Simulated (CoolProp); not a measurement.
Saturation properties of R227EA.

Model: reference Helmholtz-energy equation of state, Lemmon 2016, in CoolProp.

| T (K) | p (bar) | vapour Z | vapour viscosity (µPa s) |
|---|---|---|---|
| 273.4 | 1.972 | 0.9221 | 10.4 |
| 284 | 2.878 | 0.8990 | 10.9 |
| 294.7 | 4.086 | 0.8714 | 11.4 |
| 305.3 | 5.627 | 0.8395 | 11.9 |
| 315.9 | 7.571 | 0.8024 | 12.4 |
| 326.6 | 10.00 | 0.7589 | 13.1 |
| 337.2 | 12.95 | 0.7083 | 13.9 |
| 347.8 | 16.52 | 0.6477 | 15.0 |
| 358.5 | 20.84 | 0.5710 | 16.6 |

It boils at 256.8 K under 1 atm.

Viscosity comes from a separate model (Huber 2003), an estimate that may be off by 10 % or more.
